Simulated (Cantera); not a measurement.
Cantera with NASA thermochemical tables; ideal gases at 1 bar, condensed phases pure. Values are per mole of reaction as written; species without (g) are pure solids or liquids, kept so even where they would boil at 1 bar. VN: taken at fixed stoichiometry.

10 N(g) + V2O5 = 5 N2O(g) + 2 V

| T (K) | ΔH° (kJ) | ΔS° (J/K) | ΔG° (kJ) | log10 K | condensed phases |
|---|---|---|---|---|---|
| 550 | -2790.9 | -561.4 | -2482.2 | 235.73 | V2O5(s), V(s) |
| 650 | [?] | [?] | [?] | [?] | V2O5(s), V(s) |
| 750 | -2806.1 | -585.0 | -2367.3 | 164.87 | V2O5(s), V(s) |
| 850 | -2812.6 | -593.2 | -2308.4 | 141.85 | V2O5(s), V(s) |
| 950 | [?] | [?] | [?] | [?] | V2O5(l), V(s) |
| 1050 | -2889.4 | -674.6 | -2181.1 | 108.50 | V2O5(l), V(s) |
| 1150 | [?] | [?] | [?] | [?] | V2O5(l), V(s) |
| 1250 | -2900.1 | -683.9 | -2045.2 | 85.46 | V2O5(l), V(s) |
| 1350 | -2904.6 | -687.4 | -1976.6 | 76.48 | V2O5(l), V(s) |
| 1450 | -2908.5 | -690.2 | -1907.7 | 68.72 | V2O5(l), V(s) |
| 1550 | -2911.9 | -692.5 | -1838.6 | 61.96 | V2O5(l), V(s) |

**Question.** What belongs in the gaps?

**Answer.** 
- 650, ΔH° (kJ): -2798.9
- 650, ΔS° (J/K): -574.7
- 650, ΔG° (kJ): -2425.3
- 650, log10 K: 194.90
- 950, ΔH° (kJ): -2883.2
- 950, ΔS° (J/K): -668.3
- 950, ΔG° (kJ): -2248.2
- 950, log10 K: 123.61
- 1150, ΔH° (kJ): -2895.1
- 1150, ΔS° (J/K): -679.7
- 1150, ΔG° (kJ): -2113.4
- 1150, log10 K: 95.99
